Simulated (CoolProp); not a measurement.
R407C at several states: Z from the reference equation and from simpler models built on Tc = 359.3 K, pc = 4632 kPa, ω = 0.363; each cubic takes its own stable root.

Model: reference Helmholtz-energy equation of state, Lemmon 2003, in CoolProp. It is a pseudo-pure fit of the blend.

```tsv
T (K)	p (kPa)	phase	reference	van der Waals	Redlich-Kwong	Soave-Redlich-Kwong	Peng-Robinson
283.4	3900	liquid	0.1175	0.1972	0.1402	0.1321	0.1167
346.5	28.2	gas	0.9974	0.9980	0.9977	0.9976	0.9974
396.1	713	gas	0.9595	0.9630	0.9597	0.9627	0.9575
205.6	449	liquid	0.01558	0.02697	0.01826	0.01752	0.01555
494.1	57	gas	0.9987	0.9984	0.9984	0.9989	0.9986
```
